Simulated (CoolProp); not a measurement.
Vapour-liquid equilibrium of carbonyl sulfide (1) + propane (2) at -94.25 °C; x and y are mole fractions of (1).

Computed with CoolProp (multi-fluid Helmholtz-energy mixture model, Lemmon 2006 and Lemmon 2009; pair parameters Bell 2016).

| x | bubble pressure (bar) | y at the bubble point | dew pressure at overall composition x (bar) | liquid density (mol/L) |
|---|---|---|---|---|
| 0.05 | 0.04878 | 0.093 | 0.04770 | 14.70 |
| 0.125 | 0.05170 | 0.208 | 0.04957 | 15.07 |
| 0.2 | 0.05418 | 0.302 | 0.05150 | 15.46 |
| 0.275 | 0.05635 | 0.385 | 0.05347 | 15.87 |
| 0.35 | 0.05831 | 0.460 | 0.05544 | 16.30 |
| 0.425 | 0.06014 | 0.531 | 0.05741 | 16.74 |
| 0.5 | 0.06187 | 0.598 | 0.05935 | 17.22 |
| 0.575 | 0.06355 | 0.664 | 0.06127 | 17.71 |
| 0.65 | 0.06522 | 0.729 | 0.06318 | 18.23 |
| 0.725 | 0.06689 | 0.792 | 0.06511 | 18.78 |
| 0.8 | 0.06861 | 0.853 | 0.06712 | 19.36 |
| 0.875 | 0.07037 | 0.911 | 0.06926 | 19.96 |
| 0.95 | 0.07219 | 0.966 | 0.07164 | 20.61 |

No azeotrope shows between x = 0.05 and 0.95.

Pair parameters are fitted to limited data, so mixtures are less certain than the pure fluids.
